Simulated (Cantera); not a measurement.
Cantera run:

```python
import numpy as np
import cantera as ct

gas_names = """
    CL CL2 H HCL H2 N NH NH2 NH3 N2 N2H2 N2H4 Si SiCL SiCL2 SiCL3 SiCL4 SiH SiHCL3 SiH2 SiH2CL2 SiH3
    SiH3CL SiH4 SiN Si2 Si2N Si3
""".split()
cond_names = """
    NH4CL(a) NH4CL(b) Si(cr) Si(L) Si3N4(a)
""".split()


# ... load() reads the species with a 1 bar reference pressure and builds the phases ...
atoms = {
    'SiH4': {'Si': 1, 'H': 4},
    'HCl': {'H': 1, 'CL': 1},
    'N2': {'N': 2},
}
top_T = {'Si3N4(a)': 2400}  # K; cautious upper limits of use, not melting points


# ... equilibrate(T, P, feed) seeds the gas with the atoms and calls Mixture.equilibrate('TP', solver="vcs", rtol=1e-11, max_steps=5000) ...
results = []
feed = {'SiH4': 1, 'HCl': 0.79, 'N2': 50}  # mol
T = 1823  # K
for P in [100, 260, 670, 1700, 4500, 12000, 30000, 77000, 200000]:
    mix = equilibrate(T, P, feed)
    results.append((T, P, feed, dict(zip(mix.species_names, mix.species_moles))))
    x = sorted(zip(gas.X, gas.species_names), reverse=True)
    print(f"T = {T:g} K  P = {P:g} Pa  gas = {mix.phase_moles(0):.4g} mol")
    print("   x: " + "  ".join(f"{s} {v:.3e}" for v, s in x if v > 1e-05))
    print("   condensed (mol): " + ("  ".join(f"{mix.phase(i).name} {mix.phase_moles(i):.4g}"
          for i in range(1, mix.n_phases) if mix.phase_moles(i) > 1e-12) or "none"))
```

Output:

```
T = 1823 K  P = 100 Pa  gas = 53.12 mol
   x: N2 9.411e-01  H2 4.022e-02  HCL 6.947e-03  Si 4.420e-03  SiCL2 3.595e-03  H 2.748e-03  SiCL 3.664e-04  CL 3.621e-04  Si2N 8.806e-05  SiN 5.616e-05  SiH 2.995e-05  Si2 2.861e-05
   condensed (mol): Si(L) 0.5365
T = 1823 K  P = 260 Pa  gas = 52.94 mol
   x: N2 9.444e-01  H2 4.083e-02  HCL 7.086e-03  SiCL2 3.685e-03  H 1.717e-03  Si 1.700e-03  SiCL 2.300e-04  CL 2.273e-04  Si2N 5.471e-05  SiN 3.489e-05  SiH 1.872e-05  Si2 1.100e-05
   condensed (mol): Si(L) 0.6923
T = 1823 K  P = 670 Pa  gas = 52.86 mol
   x: N2 9.458e-01  H2 4.118e-02  HCL 7.168e-03  SiCL2 3.737e-03  H 1.074e-03  Si 6.598e-04  SiCL 1.443e-04  CL 1.426e-04  Si2N 3.411e-05  SiN 2.175e-05  SiH 1.171e-05
   condensed (mol): Si(L) 0.7536
T = 1823 K  P = 1700 Pa  gas = 52.3 mol
   x: N2 9.460e-01  H2 4.162e-02  HCL 7.663e-03  SiCL2 3.621e-03  H 6.779e-04  Si 2.228e-04  CL 9.521e-05  SiCL 8.254e-05  Si2N 1.572e-05  SiN 1.170e-05
   condensed (mol): Si3N4(a) 0.2638
T = 1823 K  P = 4500 Pa  gas = 52.24 mol
   x: N2 9.463e-01  H2 4.098e-02  HCL 9.309e-03  SiCL2 2.835e-03  H 4.135e-04  CL 7.165e-05  Si 4.397e-05  SiCL 3.245e-05  SiCL3 1.264e-05
   condensed (mol): Si3N4(a) 0.2822
T = 1823 K  P = 12000 Pa  gas = 52.2 mol
   x: N2 9.464e-01  H2 4.030e-02  HCL 1.090e-02  SiCL2 2.056e-03  H 2.511e-04  CL 5.181e-05  SiCL3 1.767e-05  SiCL 1.220e-05
   condensed (mol): Si3N4(a) 0.2968
T = 1823 K  P = 30000 Pa  gas = 52.18 mol
   x: N2 9.464e-01  H2 3.972e-02  HCL 1.220e-02  SiCL2 1.417e-03  H 1.577e-04  CL 3.692e-05  SiCL3 2.170e-05
   condensed (mol): Si3N4(a) 0.3082
T = 1823 K  P = 77000 Pa  gas = 52.16 mol
   x: N2 9.465e-01  H2 3.925e-02  HCL 1.324e-02  SiCL2 9.014e-04  H 9.782e-05  CL 2.517e-05  SiCL3 2.415e-05
   condensed (mol): Si3N4(a) 0.3172
T = 1823 K  P = 200000 Pa  gas = 52.14 mol
   x: N2 9.465e-01  H2 3.891e-02  HCL 1.398e-02  SiCL2 5.364e-04  H 6.043e-05  SiCL3 2.455e-05  CL 1.656e-05
   condensed (mol): Si3N4(a) 0.3235
```

These are equilibrium values from Cantera (NASA tables, ideal gas, pure condensed phases), not measurements of a reactor. The tables' values for SiCl, SiN, SiCl3 are old estimates; treat these amounts as uncertain.
